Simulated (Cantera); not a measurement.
A freely propagating, adiabatic, planar premixed flame of H2 : O2 : N2 = 1 : 0.192 : 0.723 (molar parts), equivalence ratio 2.6, unburnt at 500 K and 563 Torr; unity-Lewis-number transport, grid criteria slope 0.08 and curve 0.16, no radiation.

Model: the H2/O2 subset of GRI-Mech 3.0, which has no nitrogen chemistry, integrated in Cantera. Unity Lewis numbers drop preferential diffusion, which matters most where H2 and H carry the flame. Burning velocities carry a grid error of a few per cent, more on coarse grids.

Q: Predict: laminar burning velocity; thermal thickness; peak x(O); peak x(H2O2); peak x(OH).

A: 
```json
{
  "laminar_burning_velocity": "354 cm/s",
  "thermal_thickness": "0.587 mm",
  "peak x(O)": "0.00143",
  "peak x(H2O2)": "7.14e-6",
  "peak x(OH)": "0.00186"
}
```
